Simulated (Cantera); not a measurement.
A jet of 3.87 % CH4, 6.15 % O2, 90.0 % N2 at 300 K and 0.460 bar hits a platinum plate 7.6 cm away at a mass flux of 0.071 kg/m²/s; the plate temperature is set and raised in steps from an oxygen-covered start.

Model: Deutschmann's 1995 Pt surface mechanism with GRI-Mech 3.0 gas chemistry, integrated in Cantera. Catalytic surfaces can have several steady states; this one follows from the mechanism file's or the stated starting coverage.

x: mole fraction at the wall; θ: surface coverage.

```csv
plate T (K),wall x CH4,wall x O2,wall x H2O,wall x OH,wall x CO,wall x CO2,θ free Pt,θ H*,θ CO*,θ C*
850,0.00523,0.00180,0.0619,<1e-8,0.0223,0.0151,0.274,6.59e-5,0.720,0.00497
900,0.00300,0.00110,0.0656,<1e-8,0.0302,0.00860,0.365,0.000252,0.624,0.0112
950,0.00169,0.000670,0.0672,<1e-8,0.0342,0.00553,0.482,0.000804,0.497,0.0193
1000,0.000990,0.000429,0.0660,<1e-8,0.0340,0.00660,0.621,0.00160,0.361,0.0156
1050,[?],[?],0.0628,<1e-8,[?],[?],[?],[?],[?],[?]
1100,0.000501,0.000248,0.0586,<1e-8,0.0258,0.0165,0.865,0.00251,0.129,0.00357
1150,0.000435,0.000225,0.0545,<1e-8,[?],[?],0.931,0.00258,[?],[?]
1200,0.000405,0.000216,0.0509,1.16e-8,0.0164,0.0270,0.966,0.00248,0.0311,0.000770
```

Q: Some entries are withheld; supply them.

A: 
- 1050, wall x CH4: 0.000653
- 1050, wall x O2: 0.000305
- 1050, wall x CO: 0.0306
- 1050, wall x CO2: 0.0108
- 1050, θ free Pt: 0.759
- 1050, θ H*: 0.00219
- 1050, θ CO*: 0.231
- 1050, θ C*: 0.00780
- 1150, wall x CO: 0.0209
- 1150, wall x CO2: 0.0221
- 1150, θ CO*: 0.0649
- 1150, θ C*: 0.00165
